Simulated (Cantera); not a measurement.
Equilibrium for tantalum, niobium, vanadium and zirconium in process gases: V + N2O

Feed: 1 mol V, 0.55 mol N2O, held at 0.00800 bar.

Method: chemical equilibrium by Gibbs-energy minimisation in Cantera with the NASA 1993 tables (ideal gas, pure condensed phases). Candidate condensed phases: V, VN, VO, V2O3, V2O4, V2O5; 13 gas species. Each liquid is taken as pure. Mutual solubility and eutectic melting of coexisting phases are not modelled. VN, VO: taken at fixed stoichiometry. Condensed phases not in the tables: solid solutions among these carbides, nitrides and lower oxides, V2N, N, O or C dissolved in the metal. Rates play no part.

```csv
T (K),x N2,x V,x VO,x VO2,x O,n VN(s),n VO(l),n V(s),n V(l)
2098,0.998,0.00105,0.000972,9.38e-5,5.62e-8,0.450,0.550,0,0
2148,0.996,0.00231,0.00179,0.000152,1.12e-7,0,0.549,0.449,0
2198,0.992,0.00434,0.00319,0.000271,2.46e-7,0,0.548,0,0.448
2248,0.986,0.00775,0.00553,0.000483,5.30e-7,0,0.546,0,0.446
2298,0.976,0.0135,0.00937,0.000836,1.11e-6,0,0.544,0,0.443
2348,0.960,0.0228,0.0155,0.00141,2.24e-6,0,0.540,0,0.438
2398,0.935,0.0379,0.0250,0.00233,4.41e-6,0,0.533,0,0.429
2448,0.895,0.0614,0.0397,0.00377,8.45e-6,0,0.521,0,0.415
2498,0.835,0.0976,0.0616,0.00597,1.58e-5,0,0.502,0,0.390
2548,0.745,0.152,0.0939,0.00928,2.87e-5,0,0.467,0,0.345
2598,0.612,0.233,0.141,0.0142,5.10e-5,0,0.398,0,0.254
2648,0.421,0.350,0.207,0.0213,8.88e-5,0,0.224,0,0.0202
2698,0.355,0.331,0.273,0.0406,0.000216,0,0,0,0
2748,0.355,0.332,0.271,0.0414,0.000365,0,0,0,0
```
x: gas mole fraction; n: condensed amount in mol.

At 2098 K the condensed part is VN(s) + VO(l). At 2148 K the condensed part is V(s) + VO(l). From 2198 K to 2648 K the condensed part is V(l) + VO(l). From 2698 K to 2748 K nothing is condensed. The main V-bearing gas is V throughout.
